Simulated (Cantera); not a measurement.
Feed: 1 mol Si, 0.17 mol CO₂, 830 mol H₂, a varied amount of N₂O, at 1300 °C and 15000 Pa.

Method: chemical equilibrium by Gibbs-energy minimisation in Cantera with the NASA 1993 tables (ideal gas, pure condensed phases). Candidate condensed phases: C, C₆H₆, C₇H₈, C₈H₁₈, H₂O, Si, SiC, SiO₂, Si₂N₂O, Si₃N₄; 151 gas species. Mutual solubility and eutectic melting of coexisting phases are not modelled. Equilibrium is a limit: real reactors are often held back by kinetics, nucleation or transport.

Q: Which condensed phases are stable at each of these points (n(N₂O) (mol)): 0.02, 0.024, 0.03, 0.037, 0.045, 0.055, 0.067, 0.082?

A: 
```csv
n(N₂O) (mol),condensed phases,Si condensed (%)
0.02,Si(s) + SiC(s),64.9
0.024,Si(s) + SiC(s),64.5
0.03,Si(s) + SiC(s),63.9
0.037,Si(s) + SiC(s),63.2
0.045,Si(s) + SiC(s),62.4
0.055,Si(s) + SiC(s),61.5
0.067,Si(s) + SiC(s),60.3
0.082,Si(s) + SiC(s) + Si₂N₂O(s),60.2
```

From 0.02 mol N₂O to 0.067 mol N₂O the condensed part is Si(s) + SiC(s). At 0.082 mol N₂O the condensed part is Si(s) + SiC(s) + Si₂N₂O(s).
